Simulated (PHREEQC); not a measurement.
Buffer

Dissolve 160 mmol/kgw NH4Cl, 52 mmol/kgw NH3 and 11 mmol/kgw KCl at 25 °C. Closed to the air; pH follows from the charge balance.

The numbers come from PHREEQC with the ion-association model, phreeqc.dat.

Each row changes one thing in this solution. Precipitation was switched off in this run.

| case | pH | ionic strength (mol/kgw) | NH4+ (mol/kgw) | NH3 (mol/kgw) | SI of Sylvite (KCl) |
|---|---|---|---|---|---|
| as made | 8.93 | 0.171 | 0.160 | 0.0520 | -3.90 |
| diluted 5-fold with water | 8.84 | 0.0342 | 0.0320 | 0.0104 | -5.18 |
| diluted 10-fold with water | 8.82 | 0.0171 | 0.0160 | 0.00519 | -5.74 |
| NH3 from 0.052 to 0.0572 mol/kgw | 8.97 | 0.171 | 0.160 | 0.0572 | -3.90 |
| NH3 left out | 5.16 | 0.171 | 0.160 | … | -3.90 |
| NH4Cl from 0.16 to 0.24 mol/kgw | 8.79 | 0.251 | 0.240 | 0.0520 | … |

### Question
Fill in the missing entries.

### Answer

- NH3 left out, NH3 (mol/kgw): 8.71e-6
- NH4Cl from 0.16 to 0.24 mol/kgw, SI of Sylvite (KCl): -3.77
